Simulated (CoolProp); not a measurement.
Saturation properties of propyne.

Values from CoolProp's reference Helmholtz-energy equation of state, Polt 1992. This equation is an older, rougher fit; its heat capacities, sound speeds and derivatives of the liquid may be far off and weren't checked against measurements.

```json
[
 {"T (°C)": "15.75", "p (bar)": "4.422", "liquid density (kg/m³)": "626.3", "enthalpy of vaporisation (kJ/kg)": "477.4", "vapour Z": "0.9086", "surface tension (mN/m)": "12.6"},
 {"T (°C)": "24.75", "p (bar)": "5.783", "liquid density (kg/m³)": "611.8", "enthalpy of vaporisation (kJ/kg)": "466.0", "vapour Z": "0.8903", "surface tension (mN/m)": "11.4"},
 {"T (°C)": "33.75", "p (bar)": "7.445", "liquid density (kg/m³)": "597.0", "enthalpy of vaporisation (kJ/kg)": "453.4", "vapour Z": "___", "surface tension (mN/m)": "10.2"},
 {"T (°C)": "42.75", "p (bar)": "9.453", "liquid density (kg/m³)": "___", "enthalpy of vaporisation (kJ/kg)": "439.1", "vapour Z": "0.8466", "surface tension (mN/m)": "9.10"},
 {"T (°C)": "51.75", "p (bar)": "11.85", "liquid density (kg/m³)": "566.3", "enthalpy of vaporisation (kJ/kg)": "423.0", "vapour Z": "0.8208", "surface tension (mN/m)": "___"},
 {"T (°C)": "60.75", "p (bar)": "___", "liquid density (kg/m³)": "549.8", "enthalpy of vaporisation (kJ/kg)": "404.7", "vapour Z": "0.7919", "surface tension (mN/m)": "6.87"},
 {"T (°C)": "69.75", "p (bar)": "18.00", "liquid density (kg/m³)": "___", "enthalpy of vaporisation (kJ/kg)": "383.9", "vapour Z": "___", "surface tension (mN/m)": "5.79"},
 {"T (°C)": "78.75", "p (bar)": "21.86", "liquid density (kg/m³)": "513.6", "enthalpy of vaporisation (kJ/kg)": "360.2", "vapour Z": "0.7238", "surface tension (mN/m)": "4.76"}
]
```

Question: Complete the blanks.

Answer: 
- 33.75, vapour Z: 0.8698
- 42.75, liquid density (kg/m³): 581.9
- 51.75, surface tension (mN/m): 7.97
- 60.75, p (bar): 14.68
- 69.75, liquid density (kg/m³): 532.4
- 69.75, vapour Z: 0.7597

Surface tension comes from a separate correlation (Mulero 2012).
